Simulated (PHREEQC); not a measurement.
0.15 g of hydrous ferric oxide (600 m²/g; 0.2 weak and 0.005 strong sites per Fe, Dzombak-Morel constants, diffuse double layer) in 1 kg of water with 0.1 mol/kgw of an inert sodium salt and 0.00042 mmol/kgw Ag2SO4, at 25 °C; the pH is set by adding NaOH or the inert anion's acid. Oxygen is held at 0.21 atm. No CO2 enters from the air. Precipitation was switched off in this run.

Base run: PHREEQC, ion-association model, wateq4f.dat. Each further column changes one thing. The table gives Ag sorbed (%).

```
pH      base  no electrostatic term (-no_edl)  background salt from 0.1 to 0.01 mol/kgw  oxide from 0.15 to 0.75 g/kgw  0.00025 mol/kgw ZnSO4 added
-----  -----  -------------------------------  ----------------------------------------  -----------------------------  ---------------------------
4        0.0                              0.0                                       0.1                            0.1                          0.0
4.67     0.2                              0.0                                       0.4                            0.9                          0.1
6        7.5                              0.6                                       9.7                           28.8                          0.3
6.67    29.4                             10.2                                      33.5                           67.9                          0.6
7.33    65.8                             56.9                                      69.1                           91.0                          1.6
8.67    97.6                             97.1                                      97.9                           99.6                          5.7
9.33    99.4                             98.6                                      99.5                           99.9                         16.2
10      99.9                             98.9                                      99.9                          100.0                         45.3
11.33  100.0                             98.8                                     100.0                          100.0                         94.4
12     100.0                             97.2                                     100.0                          100.0                         98.1
```

 In at least one series the solution becomes supersaturated in solids that the run did not let form, among them Zn(OH)2-a.
